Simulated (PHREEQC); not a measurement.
Dissolve 0.77 mol/kgw HF and 0.017 mol/kgw NaF at 70 °C. Closed to the air; pH follows from the charge balance.

The numbers come from PHREEQC with the ion-association model, phreeqc.dat.

```
Quantity                   Result
-----------------  --------------
pH                           1.64
ionic strength     0.0441 mol/kgw
activity of water           0.986
total alkalinity      -770 meq/kg
```

| species | molality | activity | log γ |
|---|---|---|---|
| HF | 0.710 | 0.717 | 0.004 |
| HF2- | 0.0333 | 0.0271 | -0.089 |
| H+ | 0.0271 | 0.0230 | -0.072 |
| Na+ | 0.0169 | 0.0138 | -0.087 |
| F- | 0.0107 | 0.00865 | -0.094 |
| NaF | 6.82e-5 | 6.89e-5 | 0.004 |

Precipitation was switched off in this run. At this temperature some constants are extrapolated from 25 °C, and those without enthalpy data are left unchanged.
